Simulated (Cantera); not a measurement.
An adiabatic, constant-volume homogeneous reactor starts with CO : H2 : O2 : N2 = 1 : 0.21 : 0.504 : 1.9 (molar parts), at 950 K and 5.00 bar.

Model: GRI-Mech 3.0 (53 species, 325 reactions), integrated in Cantera. The hydrogen kinetics of GRI-Mech 3.0 are dated; newer H2 mechanisms differ, most at raised pressure.

Q: Predict: time of steepest temperature rise; temperature at 0.500 s; equilibrium temperature; x(CO) at 0.500 s; x(H2) at 0.500 s; x(O2) at 0.500 s; x(H) at 0.500 s; x(CO2) at 0.500 s; x(H2O2) at 0.500 s.

A: time of steepest temperature rise: 9.54 ms
temperature at 0.500 s: 2956 K
equilibrium temperature: 2956 K
x(CO) at 0.500 s: 0.113 (gas-phase equilibrium 0.113)
x(H2) at 0.500 s: 0.00428 (gas-phase equilibrium 0.00428)
x(O2) at 0.500 s: 0.0178 (gas-phase equilibrium 0.0178)
x(H) at 0.500 s: 0.00244 (gas-phase equilibrium 0.00244)
x(CO2) at 0.500 s: 0.198 (gas-phase equilibrium 0.198)
x(H2O2) at 0.500 s: 4.41e-7 (gas-phase equilibrium 4.41e-7)
